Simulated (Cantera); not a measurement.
Charge: 1 mol SO2, equilibrated at 2.70 Torr.

Method: chemical equilibrium by Gibbs-energy minimisation in Cantera with the NASA 1993 tables (ideal gas, pure condensed phases). Candidate condensed phases: S; 10 gas species. Gases not in the tables: S3 to S7. Equilibrium is a limit: real reactors are often held back by kinetics, nucleation or transport.

x: gas mole fraction; nothing condenses.

```csv
T (°C),x SO2,x SO,x O,x O2,x S,x S2,x S2O
877,1.000,9.45e-6,5.39e-11,1.51e-7,9.30e-11,7.38e-10,1.90e-9
1077,1.000,7.82e-5,3.57e-8,2.58e-5,4.24e-9,1.87e-9,3.60e-9
1277,0.999,?,?,?,?,?,?
1477,0.994,0.00411,5.60e-5,0.00202,7.01e-6,7.37e-7,2.93e-7
1677,0.974,0.0168,0.000679,0.00815,0.000101,7.04e-6,1.53e-6
1877,0.918,0.0517,0.00507,0.0243,0.000881,4.44e-5,5.76e-6
2077,0.790,0.124,0.0258,0.0548,0.00528,0.000199,1.61e-5
2277,?,?,?,?,?,?,?
2477,0.280,0.300,0.240,0.105,0.0728,0.00147,4.11e-5
```

Task: Some entries are withheld; supply them.

Result: 
- 1277, x SO: 0.000700
- 1277, x O: 2.38e-6
- 1277, x O2: 0.000333
- 1277, x S: 2.53e-7
- 1277, x S2: 4.52e-8
- 1277, x S2O: 3.75e-8
- 2277, x SO2: 0.562
- 2277, x SO: 0.229
- 2277, x O: 0.0933
- 2277, x O2: 0.0920
- 2277, x S: 0.0229
- 2277, x S2: 0.000652
- 2277, x S2O: 3.23e-5
